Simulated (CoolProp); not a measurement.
R227EA along the isotherm 144.55 °C: density (kg/m³) from the reference equation and from simpler models built on Tc = 101.8 °C, pc = 29.25 bar, ω = 0.358; each cubic takes its own stable root.

The numbers come from the reference Helmholtz-energy equation of state, Lemmon 2016 in CoolProp.

```tsv
p (bar)	phase	reference
0.139	gas	0.6813
0.285	gas	1.398
0.585	gas	2.878
1.2	gas	5.932
2.47	gas	12.34
5.07	gas	25.89
10.4	gas	55.72
21.4	gas	128.8
43.9	supercritical	378.5
```

Q: How far does each simpler model (ideal gas, Soave-Redlich-Kwong) lie from the reference over these 9 states: mean and median of the absolute difference, and the worst?

A: 
- ideal gas: mean 8.7 %, median 2.0 %, worst -43.2 % at 144.55 °C and 43.9 bar
- Soave-Redlich-Kwong: mean 0.7 %, median 0.1 %, worst -5.3 % at 144.55 °C and 43.9 bar
